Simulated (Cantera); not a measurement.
A freely propagating, adiabatic, planar premixed flame of CO : H2 : O2 : N2 = 1 : 0.051 : 0.536 : 2.02 (molar parts), unburnt at 525 K and 150000 Pa; unity-Lewis-number transport, grid criteria slope 0.08 and curve 0.16, no radiation.

Detailed kinetics in Cantera: GRI-Mech 3.0 (53 species, 325 reactions). Unity Lewis numbers drop preferential diffusion, which matters most where H2 and H carry the flame. Burning velocities carry a grid error of a few per cent, more on coarse grids.

x: mole fraction of selected species; z is measured from the peak of heat release.

| z (mm) | T (K) | u (m/s) | x CO | x H2 | x O2 | x NO | x H | x H2O2 |
|---|---|---|---|---|---|---|---|---|
| -1.49 | 525 | 0.701 | 0.277 | 0.0141 | 0.149 | <1e-8 | <1e-8 | <1e-8 |
| -0.994 | 525 | 0.701 | 0.277 | 0.0141 | 0.149 | <1e-8 | <1e-8 | <1e-8 |
| -0.746 | 526 | 0.702 | 0.277 | 0.0141 | 0.149 | <1e-8 | <1e-8 | … |
| -0.497 | 529 | 0.706 | 0.277 | 0.0141 | 0.148 | 2.20e-8 | <1e-8 | … |
| -0.249 | 595 | 0.792 | 0.272 | 0.0133 | 0.145 | 4.90e-7 | 1.07e-7 | … |
| -0.124 | 854 | 1.12 | 0.249 | 0.00990 | 0.132 | 3.60e-6 | 0.000164 | … |
| 0 | 1313 | 1.67 | 0.193 | 0.00247 | 0.0980 | 1.34e-5 | 0.00399 | … |
| 0.124 | 1618 | 2.02 | 0.145 | 0.00102 | 0.0691 | 3.04e-5 | 0.00698 | … |
| 0.249 | 1789 | 2.21 | 0.122 | 0.00115 | 0.0571 | 4.79e-5 | 0.00705 | … |
| 0.497 | 1965 | 2.39 | 0.104 | 0.00111 | 0.0498 | 7.60e-5 | 0.00469 | … |
| 0.994 | 2125 | 2.56 | 0.0892 | 0.000904 | 0.0438 | 0.000126 | 0.00255 | … |
| 1.99 | 2257 | 2.69 | 0.0746 | 0.000713 | 0.0377 | 0.000243 | 0.00140 | … |
| 3.98 | 2365 | 2.79 | 0.0613 | 0.000555 | 0.0318 | 0.000507 | 0.000783 | … |

### Question
Fill in the missing entries.

### Answer

- -0.746, x H2O2: 6.93e-8
- -0.497, x H2O2: 4.82e-7
- -0.249, x H2O2: 6.56e-6
- -0.124, x H2O2: 1.13e-5
- 0, x H2O2: 1.46e-6
- 0.124, x H2O2: 3.85e-7
- 0.249, x H2O2: 2.08e-7
- 0.497, x H2O2: 1.05e-7
- 0.994, x H2O2: 5.53e-8
- 1.99, x H2O2: 3.28e-8
- 3.98, x H2O2: 2.23e-8
